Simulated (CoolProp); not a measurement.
Vapour-liquid equilibrium of R134a (1) + methanol (2) at 2.78 bar; x and y are mole fractions of (1).

The numbers come from the multi-fluid Helmholtz-energy mixture model, Tillner-Roth 1994 and de Reuck 1993; pair parameters Bell 2016 in CoolProp.

```tsv
x	bubble temperature (°C)	y at the bubble point	dew temperature at overall composition x (°C)	liquid density (mol/L)
0.05	54.8	0.753	90.9	22.75
0.2	20.8	0.953	85.8	21.30
0.35	13.6	0.970	79.8	19.34
0.5	10.2	0.977	72.6	17.52
0.65	7.2	0.983	63.4	15.89
0.8	3.8	0.989	49.9	14.44
0.95	0.0	0.997	21.8	13.14
```

No azeotrope shows between x = 0.05 and 0.95.

The pair parameters rest on a limited set of measurements; away from them the model extrapolates. With so large a gap from Raoult's law the liquid may split in two, which this calculation doesn't test in full.
